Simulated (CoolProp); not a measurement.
Computed with CoolProp (reference Helmholtz-energy equation of state, Lemmon 2006). It is a short technical equation, of lower accuracy than the large ones.

Problem. For neopentane, give the phase and the Z, cp (kJ/(kg K)), speed of sound (m/s), Joule-Thomson coefficient (K/MPa) at 550 K and 0.799 MPa.

Solution. 
- 550 K and 0.799 MPa: gas; Z 0.961, cp 2.82, speed of sound 248, Joule-Thomson coefficient 3.96
